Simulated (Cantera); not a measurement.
Feed: 1 mol CHF3, 0.39 mol CH4, at 0.0330 bar.

Cantera equilibrium calculation (NASA polynomials, part measured and part estimated; ideal gas, pure solids and liquids). Candidate condensed phases: C, C6H6, C7H8, C8H18; 95 gas species. Gases not in the tables: C2F6 and larger saturated fluorocarbons. The numbers say what is thermodynamically allowed, not how fast it happens.

x: gas mole fraction; n: condensed amount in mol.

```tsv
T (K)	x HF	x F	x CF2	x CF4	x CF	n C(graphite)
1900	0.955	0.00236	0.00498	0.0377	?	1.27
1950	0.952	0.00389	0.00760	0.0358	?	1.27
2000	0.949	0.00623	0.0112	0.0332	?	1.27
2050	0.944	0.00964	0.0158	0.0297	?	1.26
2100	0.938	0.0144	0.0215	0.0253	?	1.26
2150	0.930	0.0208	0.0276	0.0202	?	1.26
2200	0.922	0.0288	0.0335	0.0148	?	1.25
2250	0.912	0.0382	0.0380	0.00981	?	1.25
2300	0.904	0.0485	0.0402	0.00581	?	1.26
2350	0.896	0.0590	0.0398	0.00310	?	1.26
2400	0.890	0.0693	0.0373	0.00153	?	1.27
```

Question: Some entries are withheld; supply them.

Answer: 
- 1900, x CF: 6.50e-6
- 1950, x CF: 1.40e-5
- 2000, x CF: 2.89e-5
- 2050, x CF: 5.69e-5
- 2100, x CF: 0.000107
- 2150, x CF: 0.000192
- 2200, x CF: 0.000327
- 2250, x CF: 0.000528
- 2300, x CF: 0.000808
- 2350, x CF: 0.00118
- 2400, x CF: 0.00164
